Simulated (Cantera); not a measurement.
## Thermodynamics of silicon nitride deposition, feed SiCl₄ + NH₃ + H₂

Feed: 1 mol SiCl₄, 0.22 mol NH₃, 5.5 mol H₂, equilibrated at 1725 K and 0.0975 Torr.

Equilibrium computed with Cantera from the NASA thermochemical tables; the gas is ideal and each condensed phase is pure. Candidate condensed phases: NH₄Cl, Si, Si₃N₄; 28 gas species. The tables' values for SiCl, SiCl₃ are old estimates; treat these amounts as uncertain. Kinetics and transport are ignored.

```json
{
  "x(H₂)": "0.594",
  "x(HCl)": "0.251",
  "x(SiCl₂)": "0.120",
  "x(N₂)": "0.0137",
  "x(H)": "0.0126",
  "x(Cl)": "0.00411",
  "x(Si)": "0.00257",
  "x(SiCl)": "0.00131",
  "x(SiCl₃)": "0.000318",
  "gas_amount": "8.032 mol",
  "log10 activity of Si(l) (absent)": "-0.48"
}
```
